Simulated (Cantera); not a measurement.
Cantera run:

```python
import numpy as np
import cantera as ct

gas_names = [...]  # 136 gases of nasa_gas.yaml made of C, H, N, O
cond_names = """
    C(gr) C6H6(L) C7H8(L) C8H18(L),n-octa H2O(s) H2O(L)
""".split()


# ... load() reads the species with a 1 bar reference pressure and builds the phases ...
atoms = {
    'C3H8': {'C': 3, 'H': 8},
    'NH3': {'N': 1, 'H': 3},
    'H2': {'H': 2},
    'CO2': {'C': 1, 'O': 2},
}
top_T = {'C(gr)': 4500}  # K; cautious upper limits of use, not melting points


# ... equilibrate(T, P, feed) seeds the gas with the atoms and calls Mixture.equilibrate('TP', solver="vcs", rtol=1e-11, max_steps=5000) ...
results = []
feed = {'C3H8': 1, 'NH3': 2.1, 'H2': 7.4, 'CO2': 1.4}  # mol
P = 13332.2  # Pa
for T in [1025, 1075, 1125, 1175, 1225, 1275, 1325]:
    mix = equilibrate(T, P, feed)
    results.append((T, P, feed, dict(zip(mix.species_names, mix.species_moles))))
    x = sorted(zip(gas.X, gas.species_names), reverse=True)
    print(f"T = {T:g} K  P = {P:g} Pa  gas = {mix.phase_moles(0):.4g} mol")
    print("   x: " + "  ".join(f"{s} {v:.3e}" for v, s in x if v > 0.0001))
    print("   condensed (mol): " + ("  ".join(f"{mix.phase(i).name} {mix.phase_moles(i):.4g}"
          for i in range(1, mix.n_phases) if mix.phase_moles(i) > 1e-12) or "none"))
```

Output:

```
T = 1025 K  P = 13332.2 Pa  gas = 18.2 mol
   x: H2 7.834e-01  CO 1.478e-01  N2 5.769e-02  CH4 6.014e-03  H2O 4.095e-03  CO2 1.001e-03
   condensed (mol): C(gr) 1.583
T = 1075 K  P = 13332.2 Pa  gas = 18.29 mol
   x: H2 7.862e-01  CO 1.503e-01  N2 5.741e-02  CH4 3.716e-03  H2O 1.991e-03  CO2 4.093e-04
   condensed (mol): C(gr) 1.576
T = 1125 K  P = 13332.2 Pa  gas = 18.33 mol
   x: H2 7.878e-01  CO 1.513e-01  N2 5.726e-02  CH4 2.387e-03  H2O 1.022e-03  CO2 1.785e-04
   condensed (mol): C(gr) 1.578
T = 1175 K  P = 13332.2 Pa  gas = 18.36 mol
   x: H2 7.888e-01  CO 1.518e-01  N2 5.718e-02  CH4 1.588e-03  H2O 5.534e-04
   condensed (mol): C(gr) 1.582
T = 1225 K  P = 13332.2 Pa  gas = 18.37 mol
   x: H2 7.894e-01  CO 1.520e-01  N2 5.714e-02  CH4 1.091e-03  H2O 3.145e-04
   condensed (mol): C(gr) 1.586
T = 1275 K  P = 13332.2 Pa  gas = 18.38 mol
   x: H2 7.898e-01  CO 1.521e-01  N2 5.710e-02  CH4 7.708e-04  H2O 1.867e-04
   condensed (mol): C(gr) 1.589
T = 1325 K  P = 13332.2 Pa  gas = 18.39 mol
   x: H2 7.900e-01  CO 1.521e-01  N2 5.708e-02  CH4 5.587e-04  H2O 1.153e-04
   condensed (mol): C(gr) 1.591
```

These are equilibrium values from Cantera (NASA tables, ideal gas, pure condensed phases), not measurements of a reactor.
